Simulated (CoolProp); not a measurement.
Properties of ammonia along the isobar 8.99 bar.

Values from CoolProp's reference Helmholtz-energy equation of state, Gao 2020.

```csv
T (K),phase,viscosity (µPa s),Prandtl number,fugacity coefficient
341.8,gas,11.6,…,0.9455
371.8,gas,…,0.917,0.9601
401.7,gas,14.0,0.888,0.9698
431.7,gas,15.2,0.868,0.9768
461.7,gas,16.4,0.853,0.9818
491.7,gas,17.6,0.842,0.9856
521.6,gas,…,0.835,0.9885
551.6,gas,19.9,0.833,0.9907
581.6,gas,21.0,0.837,0.9925
```

Q: Fill in the missing entries.

A: 
- 341.8, Prandtl number: 0.964
- 371.8, viscosity (µPa s): 12.8
- 521.6, viscosity (µPa s): 18.7

Viscosity comes from a separate model (Fenghour 1995). Thermal conductivity comes from a separate model (Tufeu 1984).
